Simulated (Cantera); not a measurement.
A perfectly stirred reactor is fed with NH3 : N2 = 1 : 0.22 (molar parts), at 0.286 atm; it is held at 1950 K, and followed from long to short residence time.

Computed with Cantera and the gas-phase N/H chemistry of the illustrative SiF4/NH3 mechanism in the Surface Chemkin manual (1991). Walls and surfaces, which speed up NH3 decomposition in real reactors, are not modelled.

### Question
What does this change do: temperature 1950 to 1625 K?

### Answer
| quantity | before | after |
|---|---|---|
| x(NH3) at τ = 9.30 s | 0.0152 | 0.430 |
| x(N) at τ = 9.30 s | 5.10e-7 | 1.39e-8 |
| x(N2) at τ = 9.30 s | 0.321 | 0.249 |
| x(N2H2) at τ = 9.30 s | 3.82e-8 | 3.23e-7 |
| x(NH2) at τ = 9.30 s | 6.01e-5 | 8.17e-5 |
| x(NH3) at τ = 47.0 ms | 0.618 | 0.815 |
| x(N) at τ = 47.0 ms | 3.41e-7 | 7.81e-10 |
| x(N2) at τ = 47.0 ms | 0.216 | 0.181 |
| x(N2H2) at τ = 47.0 ms | 3.52e-6 | 9.04e-7 |
| x(NH2) at τ = 47.0 ms | 0.000749 | 0.000130 |

### Question
What does this change do: temperature 1950 to 2150 K?

### Answer
| quantity | before | after |
|---|---|---|
| x(NH3) at τ = 9.30 s | 0.0152 | 0.00105 |
| x(N) at τ = 9.30 s | 5.10e-7 | 3.16e-6 |
| x(N2) at τ = 9.30 s | 0.321 | 0.323 |
| x(N2H2) at τ = 9.30 s | 3.82e-8 | 7.24e-9 |
| x(NH2) at τ = 9.30 s | 6.01e-5 | 2.62e-5 |
| x(NH3) at τ = 47.0 ms | 0.618 | 0.237 |
| x(N) at τ = 47.0 ms | 3.41e-7 | 2.46e-6 |
| x(N2) at τ = 47.0 ms | 0.216 | 0.282 |
| x(N2H2) at τ = 47.0 ms | 3.52e-6 | 2.50e-6 |
| x(NH2) at τ = 47.0 ms | 0.000749 | 0.000948 |
